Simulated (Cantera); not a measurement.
Input: 1 mol C2H4, 0.68 mol H2, at 2298 K and 3.80 bar.

Cantera equilibrium calculation (NASA polynomials, part measured and part estimated; ideal gas, pure solids and liquids). Candidate condensed phases: C, C6H6, C7H8, C8H18; 76 gas species. Equilibrium is a limit: real reactors are often held back by kinetics, nucleation or transport.

Base state: H2 0.990, H 0.00489, C2H2 (acetylene) 0.00424, CH4 0.000800, CH3 7.43e-5, C2H4 2.53e-5 (mole fractions); condensed: C(graphite).

What changes in the equilibrium state with this change: temperature from 2298 K to 1425 K?


```
species             before    after
----------------  --------  -------
H2                   0.990    0.986
CH4               0.000800   0.0139
C2H4               2.53e-5  8.18e-6
H                  0.00489  3.47e-6
C2H2 (acetylene)   0.00424  3.48e-6
CH3                7.43e-5  9.86e-7
C(graphite), mol      1.97     1.96
```

What changes in the equilibrium state with this change: C2H4 replaced by CH3OH?


```tsv
species	before	after
H2	0.990	0.724
CO	0	0.271
H	0.00489	0.00418
C2H2 (acetylene)	0.00424	7.26e-5
H2O	0	0.000205
CO2	0	1.37e-5
C(graphite), mol	1.97	0
```
Further candidate phases: H2O.
